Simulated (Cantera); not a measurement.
Predominance diagram of Ca at 1550 K against the partial pressures of O₂ and Br₂ (log10, bar). Cantera with NASA thermochemical tables; ideal gases at 1 bar, condensed phases pure. Candidates: Ca(l), CaBr₂(l), CaO(s). Only these pure phases compete in this equilibrium. Not in the tables: oxide halides.

**Question.** Which phase is stable at these pairs, and which metal-bearing vapour leads over it? (-11.1, -12.1); (-20.8, -10.2); (-7.5, -10.2); (-6.3, 1); (-0.2, -10.2); (-19.6, -10.2); (-2.6, -8.4)

**Answer.** 
```tsv
log p(O₂)	log p(Br₂)	phase	chief vapour	log p (bar)
-11.1	-12.1	CaO(s)	CaBr₂	-7.3
-20.8	-10.2	CaBr₂(l)	CaBr₂	-1.8
-7.5	-10.2	CaO(s)	CaBr₂	-7.2
-6.3	1	CaBr₂(l)	CaBr₂	-1.8
-0.2	-10.2	CaO(s)	CaBr₂	-10.9
-19.6	-10.2	CaBr₂(l)	CaBr₂	-1.8
-2.6	-8.4	CaO(s)	CaBr₂	-7.9
```
